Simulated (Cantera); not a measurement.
Charge: 1 mol SiC, 0.082 mol N₂O, 500 mol H₂, held at 1075 °C.

Cantera equilibrium calculation (NASA polynomials, part measured and part estimated; ideal gas, pure solids and liquids). Candidate condensed phases: C, C₆H₆, C₇H₈, C₈H₁₈, H₂O, Si, SiC, SiO₂, Si₂N₂O, Si₃N₄; 151 gas species. Mutual solubility and eutectic melting of coexisting phases are not modelled. Equilibrium is a limit: real reactors are often held back by kinetics, nucleation or transport.

**Question.** Which condensed phases are stable at each of these points (P (Pa)): 0.100, 1, 10, 100, 1000, 10000, 100000, 1000000?

**Answer.** 
```
P (Pa)     condensed phases  Si condensed (%)
-------  ------------------  ----------------
0.100                SiC(s)              95.4
1                    SiC(s)              95.8
10                   SiC(s)              95.9
100                  SiC(s)              95.9
1000     SiC(s) + Si₂N₂O(s)              98.6
10000    SiC(s) + Si₂N₂O(s)              99.9
100000   SiC(s) + Si₂N₂O(s)             100.0
1000000  SiC(s) + Si₂N₂O(s)              99.7
```

From 0.100 Pa to 1.00 mbar the condensed part is SiC(s). From 10.0 mbar to 10.0 bar the condensed part is SiC(s) + Si₂N₂O(s).
